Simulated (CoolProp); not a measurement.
A simple Rankine cycle with R245ca: condensing at 328.15 K, boiler at 0.855 MPa, turbine inlet 409.5 K, turbine efficiency 0.9, pump efficiency 0.8, no recuperator. Each further row changes one setting.

The numbers come from the reference Helmholtz-energy equation of state, Zhou 2016 in CoolProp.

| case | thermal efficiency (%) | net work (kJ/kg) | heat in (kJ/kg) | turbine exit temperature (K) | volume ratio over the turbine |
|---|---|---|---|---|---|
| as stated | 8.3 | ? | 265 | 382.5 | 3.05 |
| turbine inlet 429.5 K | 8.1 | 23.5 | 289 | 402.8 | ? |
| condensing temperature 320.15 K | 9.8 | 27.1 | ? | 377.0 | 3.91 |
| boiler pressure 0.598 MPa | 5.8 | 15.5 | 269 | 391.9 | 2.11 |
| turbine efficiency 0.8 | 7.4 | 19.5 | 265 | 384.9 | 3.07 |

**Question.** Complete the blanks.

**Answer.** 
- as stated, net work (kJ/kg): 22.0
- turbine inlet 429.5 K, volume ratio over the turbine: 3.02
- condensing temperature 320.15 K, heat in (kJ/kg): 277
